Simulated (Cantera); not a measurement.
An isothermal, constant-pressure homogeneous reactor starts with 9.90 % N2O, 90.1 % N2, at 1498 K and 33000 Pa.

Model: GRI-Mech 3.0 (53 species, 325 reactions), integrated in Cantera. GRI-Mech 3.0 was tuned for natural gas; its chemistry of N2O as a main component is partial and can be far from experiment. The temperature is held fixed by assumption; the heat of reaction is taken as removed at once.

One state of this run: x N2O = 0.0956; x NO = 0.000787; x O = 6.92e-5; x NO2 = 8.02e-7; x O2 = 0.00120; x N2 = 0.902. x: mole fraction; the columns are a selection and need not sum to one.

**Question.** Which value of t (s) does it belong to?
(A) 0.000754
(B) 0.0119
(C) 0.00189
(D) 3.00

**Answer.** C, 0.00189
